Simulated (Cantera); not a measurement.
Mixture: H₂ : O₂ : N₂ = 1 : 0.312 : 1.17 (molar parts), equivalence ratio 1.6, at 750 Torr, adiabatic and at constant volume. Ignition delay is the time to a rise of 400 K.

Cantera simulation using GRI-Mech 3.0 (53 species, 325 reactions); the numbers are that mechanism's predictions, not measurements. Below about 950 K walls govern HO2 and H2O2 in real vessels.

Problem. Predict: delay at 875 K; delay at 975 K; delay at 1075 K; delay at 1175 K; apparent activation energy between 1125 and 1225 K.

Solution. delay at 875 K: 0.524 s
delay at 975 K: 0.885 ms
delay at 1075 K: 0.116 ms
delay at 1175 K: 54.7 µs
apparent activation energy between 1125 and 1225 K: 70 kJ/mol
